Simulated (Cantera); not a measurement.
# Catalytic stagnation flow on Pt

A jet of CH4 : O2 : N2 = 0.03 : 0.14 : 0.79 (molar parts), equivalence ratio 0.43 at 300 K and 7600 Pa hits a platinum plate 3 cm away at a mass flux of 0.12 kg/m²/s; the plate temperature is set and raised in steps from an oxygen-covered start.

Model: Deutschmann's 1995 Pt surface mechanism with GRI-Mech 3.0 gas chemistry, integrated in Cantera. Catalytic surfaces can have several steady states; this one follows from the mechanism file's or the stated starting coverage.

```tsv
plate T (K)	wall x CH4	wall x O2	wall x H2O	wall x OH	wall x CO	wall x CO2	θ free Pt	θ O*
850	0.0283	0.139	0.00556	<1e-8	7.38e-6	0.00363	0.139	0.861
900	0.0253	0.133	0.0112	2.33e-8	9.51e-6	0.00730	0.200	0.799
950	0.0216	0.125	0.0180	7.95e-8	1.13e-5	0.0118	0.268	0.731
1000	0.0179	0.117	0.0248	2.30e-7	1.27e-5	0.0163	0.339	0.660
1050	0.0147	0.111	0.0306	5.82e-7	1.40e-5	0.0202	0.410	0.589
```
x: mole fraction at the wall; θ: surface coverage.
